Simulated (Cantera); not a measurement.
Adiabatic ignition

An adiabatic, constant-volume homogeneous reactor starts with CO : H₂ : CH₄ : O₂ : N₂ = 1 : 0.35 : 0.038 : 1.39 : 5.23 (molar parts), at 1375 K and 750 Torr.

Cantera simulation using GRI-Mech 3.0 (53 species, 325 reactions); the numbers are that mechanism's predictions, not measurements.

| t (s) | T (K) | P (bar) | x CO | x H₂ | x CH₄ | x NO₂ | x CO₂ | x NO |
|---|---|---|---|---|---|---|---|---|
| 1.00e-6 | 1375 | 1.00 | 0.125 | 0.0437 | 0.00475 | <1e-12 | 1.27e-8 | <1e-12 |
| 3.80e-6 | 1375 | 1.00 | 0.125 | 0.0437 | 0.00475 | <1e-12 | 6.63e-8 | <1e-12 |
| 1.44e-5 | 1375 | 1.00 | 0.125 | 0.0437 | 0.00474 | <1e-12 | 2.56e-6 | <1e-12 |
| 5.48e-5 | 1795 | 1.29 | 0.0824 | 0.00416 | <1e-12 | 4.53e-9 | 0.0490 | 1.02e-5 |
| 0.000208 | 2539 | 1.74 | 0.0342 | 0.00234 | <1e-12 | 2.94e-7 | 0.103 | 0.000481 |
| 0.000790 | 2674 | 1.82 | 0.0248 | 0.00159 | <1e-12 | 2.72e-6 | 0.114 | 0.00411 |
| 0.00300 | 2663 | 1.81 | 0.0242 | 0.00156 | <1e-12 | 8.22e-6 | 0.115 | 0.0126 |
| 0.0114 | 2656 | 1.80 | 0.0238 | 0.00154 | <1e-12 | 1.13e-5 | 0.115 | 0.0175 |
| 0.0433 | 2656 | 1.80 | 0.0238 | 0.00154 | <1e-12 | 1.14e-5 | 0.115 | 0.0176 |
| 0.164 | 2656 | 1.80 | 0.0238 | 0.00154 | <1e-12 | 1.14e-5 | 0.115 | 0.0176 |
| 0.624 | 2656 | 1.80 | 0.0238 | 0.00154 | <1e-12 | 1.14e-5 | 0.115 | 0.0176 |
| 2.37 | 2656 | 1.80 | 0.0238 | 0.00154 | <1e-12 | 1.14e-5 | 0.115 | 0.0176 |
| 9.00 | 2656 | 1.80 | 0.0238 | 0.00154 | <1e-12 | 1.14e-5 | 0.115 | 0.0176 |
x: mole fraction; the columns are a selection and need not sum to one.

```yaml
time_of_steepest_temperature_rise: 37.1 µs
temperature at 9.00 s: 2656 K
equilibrium_temperature: 2656 K
x(CO) at 9.00 s: 0.0238 (gas-phase equilibrium 0.0238)
x(H₂) at 9.00 s: 0.00154 (gas-phase equilibrium 0.00154)
x(CH₄) at 9.00 s: <1e-12 (gas-phase equilibrium <1e-12)
```
